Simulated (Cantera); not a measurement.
Mixture: H2 : O2 : N2 : H2O = 1 : 0.5 : 1.88 : 0.14 (molar parts), equivalence ratio 1.0, at 3700000 Pa, adiabatic and at constant volume. Ignition delay is the time to a rise of 400 K.

Cantera simulation using the H2/O2 subset of GRI-Mech 3.0, which has no nitrogen chemistry; the numbers are that mechanism's predictions, not measurements. The hydrogen kinetics of GRI-Mech 3.0 are dated; newer H2 mechanisms differ, most at raised pressure. The pressure lies above the range GRI-Mech 3.0 was tuned for (to about 10 atm). Below about 950 K walls govern HO2 and H2O2 in real vessels.

What does this change do: O2 0.5 to 0.15 parts?


```tsv
quantity	before	after
delay at 900 K	45.5 ms	43.7 ms
delay at 975 K	7.11 ms	6.98 ms
delay at 1050 K	1.48 ms	1.50 ms
delay at 1125 K	0.382 ms	0.400 ms
delay at 1200 K	0.115 ms	0.125 ms
delay at 1275 K	37.8 µs	42.9 µs
delay at 1350 K	13.1 µs	15.5 µs
apparent activation energy between 1200 and 1350 K	190 kJ/mol	190 kJ/mol
```
